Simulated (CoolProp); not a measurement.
200 sccm (0 °C, 1 atm) of nitrogen bubbles through liquid cyclopentane at 307.1 K and leaves saturated at a total pressure of 0.15 MPa (ideal gas phase). Each further row changes one setting.

Model: reference Helmholtz-energy equation of state, Gedanitz 2015, in CoolProp.

```csv
case,vapour pressure (kPa),mole fraction of vapour,delivery (mg/min),delivery (sccm),change of delivery for a bath 1 K warmer (%)
as stated,59.5,0.397,412,132,6.3
bath temperature 312.1 K,71.3,0.475,567,181,7.1
total pressure 0.3 MPa,59.5,0.198,155,49.5,4.7
```
